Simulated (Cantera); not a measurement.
A closed system holds: 1 mol V2O3, 170 mol H2, 1.5 mol H2O, equilibrated at 79.0 Pa.

These are equilibrium values from Cantera (NASA tables, ideal gas, pure condensed phases), not measurements of a reactor. Candidate condensed phases: H2O, V, VO, V2O3, V2O4, V2O5; 12 gas species. VO: taken at fixed stoichiometry. The numbers say what is thermodynamically allowed, not how fast it happens. All values below are at 1998 K.

Base state: H2 0.928, H 0.0550, H2O 0.00882, VO2 0.00529, VO 0.00238, V 9.94e-5, OH 5.20e-5 (mole fractions); condensed: VO(s).

Q: What changes in the equilibrium state with this change: V2O3 replaced by Cr2O3?

A: 
| species | before | after |
|---|---|---|
| H2 | 0.928 | 0.909 |
| H | 0.0550 | 0.0544 |
| H2O | 0.00882 | 0.0249 |
| Cr | 0 | 0.0110 |
| VO2 | 0.00529 | 0 |
| VO | 0.00238 | 0 |
| CrO | 0 | 0.000203 |
| V | 9.94e-5 | 0 |
| OH | 5.20e-5 | 0.000148 |
| VO(s), mol | 0.619 | 0 |
Further candidate phases: Cr, Cr2O3.
